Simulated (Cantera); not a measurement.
An adiabatic, constant-volume homogeneous reactor starts with C3H8 : O2 : N2 = 1 : 2 : 7.52 (molar parts), equivalence ratio 2.5, at 1625 K and 16500 Torr. Integrator tolerance rtol = 1e-08.

Computed with Cantera and GRI-Mech 3.0 (53 species, 325 reactions). GRI-Mech 3.0 was tuned for natural gas; its chemistry of propane as a main component is partial and can be far from experiment. The pressure lies above the range GRI-Mech 3.0 was tuned for (to about 10 atm).

Q: What does this change do: constant pressure in place of constant volume?

A: 
| quantity | before | after |
|---|---|---|
| time of steepest temperature rise | 3.62 µs | 4.17 µs |
| temperature at 1.00 s | 2829 K | 2490 K |
| equilibrium temperature | 2829 K | 2490 K |
| x(C3H8) at 1.00 s | <1e-12 (gas-phase equilibrium <1e-12) | <1e-12 (gas-phase equilibrium <1e-12) |
| x(O2) at 1.00 s | 9.17e-7 (gas-phase equilibrium 9.17e-7) | 1.15e-7 (gas-phase equilibrium 1.15e-7) |
| x(NO) at 1.00 s | 6.50e-5 (gas-phase equilibrium 6.50e-5) | 1.36e-5 (gas-phase equilibrium 1.36e-5) |
| x(HCN) at 1.00 s | 2.51e-5 (gas-phase equilibrium 2.51e-5) | 1.08e-5 (gas-phase equilibrium 1.08e-5) |
| x(CO) at 1.00 s | 0.198 (gas-phase equilibrium 0.198) | 0.197 (gas-phase equilibrium 0.197) |
